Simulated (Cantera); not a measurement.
A perfectly stirred reactor is fed with H2 : O2 = 0.18 : 1 (molar parts), at 8.25 Torr; it is held at 1375 K, and followed from long to short residence time.

Detailed kinetics in Cantera: GRI-Mech 3.0 (53 species, 325 reactions). Radical loss at walls, strong at low pressure, is not modelled. The temperature is held fixed by assumption; the heat of reaction is taken as removed at once.

Q: What does this change do: H2 0.18 to 0.039 parts?

A: 
```csv
quantity,before,after
x(H2) at τ = 0.490 s,0.00110,0.000215
x(O2) at τ = 0.490 s,0.822,0.951
x(OH) at τ = 0.490 s,0.00573,0.00260
x(O) at τ = 0.490 s,0.0105,0.00939
x(H2O) at τ = 0.490 s,0.159,0.0362
x(H2) at τ = 43.0 ms,0.00405,0.000648
x(O2) at τ = 43.0 ms,0.788,0.936
x(OH) at τ = 43.0 ms,0.0108,0.00406
x(O) at τ = 43.0 ms,0.0401,0.0225
x(H2O) at τ = 43.0 ms,0.142,0.0337
```

Q: What does this change do: H2 0.18 to 1.2 parts?

A: 
```csv
quantity,before,after
x(H2) at τ = 0.490 s,0.00110,0.0110
x(O2) at τ = 0.490 s,0.822,0.247
x(OH) at τ = 0.490 s,0.00573,0.0103
x(O) at τ = 0.490 s,0.0105,0.00758
x(H2O) at τ = 0.490 s,0.159,0.716
x(H2) at τ = 43.0 ms,0.00405,0.0414
x(O2) at τ = 43.0 ms,0.788,0.243
x(OH) at τ = 43.0 ms,0.0108,0.0198
x(O) at τ = 43.0 ms,0.0401,0.0338
x(H2O) at τ = 43.0 ms,0.142,0.588
```

Q: What does this change do: temperature 1375 to 1098 K?

A: 
| quantity | before | after |
|---|---|---|
| x(H2) at τ = 0.490 s | 0.00110 | 0.00111 |
| x(O2) at τ = 0.490 s | 0.822 | 0.830 |
| x(OH) at τ = 0.490 s | 0.00573 | 0.00175 |
| x(O) at τ = 0.490 s | 0.0105 | 0.00432 |
| x(H2O) at τ = 0.490 s | 0.159 | 0.162 |
| x(H2) at τ = 43.0 ms | 0.00405 | 0.00461 |
| x(O2) at τ = 43.0 ms | 0.788 | 0.813 |
| x(OH) at τ = 43.0 ms | 0.0108 | 0.00390 |
| x(O) at τ = 43.0 ms | 0.0401 | 0.0178 |
| x(H2O) at τ = 43.0 ms | 0.142 | 0.150 |
